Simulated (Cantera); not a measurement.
What does this Cantera script print?

```python
import numpy as np
import cantera as ct

gas = ct.Solution("gri30.yaml")
gas.TPX = 600, 27000, {'CH4': 1, 'O2': 2.06, 'N2': 7.75, 'H2O': 0.95}
flame = ct.FreeFlame(gas, width=0.1)
flame.set_refine_criteria(ratio=3, slope=0.08, curve=0.16)
flame.transport_model = "mixture-averaged"
flame.solve(loglevel=0, auto=True)
z, T = flame.grid, flame.T
thick = (T[-1] - T[0]) / np.gradient(T, z).max()
show = ['CH4', 'O2', 'CH3', 'H2O', 'HCO', 'HO2']
print(f"laminar burning velocity  {flame.velocity[0] * 100:.3f} cm/s")
print(f"burnt temperature         {T[-1]:.1f} K")
print(f"thermal thickness         {thick * 1e3:.4f} mm")
print(f"grid points               {len(z)}")
z0 = z[flame.heat_release_rate.argmax()]
print(f"{'z/mm':>9s}{'T/K':>9s}{'u/(m/s)':>9s}" + "".join(f"{s:>11s}" for s in show))
rows = []
for k in (-3, -2, -1.5, -1, -0.5, -0.25, 0, 0.25, 0.5, 1, 2, 4, 8):
    zz = z0 + k * thick
    rows.append([k * thick, np.interp(zz, z, T), np.interp(zz, z, flame.velocity),
                 *(np.interp(zz, z, flame.X[gas.species_index(s)]) for s in show)])
    print(f"{rows[-1][0] * 1e3:9.3f}{rows[-1][1]:9.1f}{rows[-1][2]:9.3f}" + "".join(f"{x:11.3e}" for x in rows[-1][3:]))
```

It prints:

```
laminar burning velocity  138.505 cm/s
burnt temperature         2209.5 K
thermal thickness         1.2180 mm
grid points               141
     z/mm      T/K  u/(m/s)        CH4         O2        CH3        H2O        HCO        HO2
   -3.654    600.0    1.386  8.497e-02  1.750e-01  1.929e-08  8.073e-02  2.166e-18  5.582e-08
   -2.436    600.7    1.390  8.477e-02  1.747e-01  3.445e-07  8.071e-02  6.462e-15  1.154e-06
   -1.827    604.3    1.401  8.431e-02  1.741e-01  2.193e-06  8.107e-02  2.171e-12  7.559e-06
   -1.218    638.8    1.489  8.167e-02  1.712e-01  2.143e-05  8.499e-02  1.413e-09  4.702e-05
   -0.609    938.0    2.219  6.193e-02  1.478e-01  4.511e-04  1.156e-01  7.759e-07  7.912e-05
   -0.305   1301.6    3.115  3.531e-02  1.122e-01  2.169e-03  1.528e-01  1.654e-05  1.240e-04
    0.000   1653.4    3.992  9.030e-03  6.764e-02  2.138e-03  1.915e-01  6.285e-05  9.086e-05
    0.305   1797.3    4.344  7.854e-04  4.064e-02  2.887e-04  2.099e-01  2.173e-05  1.411e-05
    0.609   1831.7    4.414  3.493e-05  3.088e-02  1.381e-05  2.137e-01  1.438e-06  4.106e-06
    1.218   1864.5    4.469  7.543e-08  2.584e-02  3.237e-08  2.133e-01  2.766e-08  3.088e-06
    2.436   1906.7    4.551  3.773e-11  2.343e-02  1.763e-11  2.144e-01  1.708e-08  2.618e-06
    4.872   1963.5    4.667  1.859e-16  2.135e-02  4.687e-16  2.186e-01  1.156e-08  2.121e-06
    9.744   2031.4    4.806  2.723e-17  1.887e-02  1.789e-16  2.243e-01  6.738e-09  1.606e-06
```

Detailed kinetics in Cantera: GRI-Mech 3.0 (53 species, 325 reactions). Burning velocities carry a grid error of a few per cent, more on coarse grids.
